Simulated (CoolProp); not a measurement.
A Linde-Hampson liquefier for oxygen: isothermal reversible compression at 300 K from 1 atm to 30 MPa, throttling to 1 atm, return gas leaving the recuperator 2 K below the feed. Each further row changes one setting.

Values from CoolProp's reference Helmholtz-energy equation of state, Schmidt 1985.

| case | liquid yield per pass | compression work (kJ/kg of gas) |
|---|---|---|
| as stated | (withheld) | 435 |
| high pressure 60 MPa | (withheld) | (withheld) |
| warm-end temperature 330 K | (withheld) | (withheld) |
| warm-end gap 7 K | (withheld) | 435 |

Question: Complete the blanks.

Answer: 
- as stated, liquid yield per pass: 0.133
- high pressure 60 MPa, liquid yield per pass: 0.161
- high pressure 60 MPa, compression work (kJ/kg of gas): 494
- warm-end temperature 330 K, liquid yield per pass: 0.101
- warm-end temperature 330 K, compression work (kJ/kg of gas): 484
- warm-end gap 7 K, liquid yield per pass: 0.123

Above 300 K oxygen's equation is extrapolated.
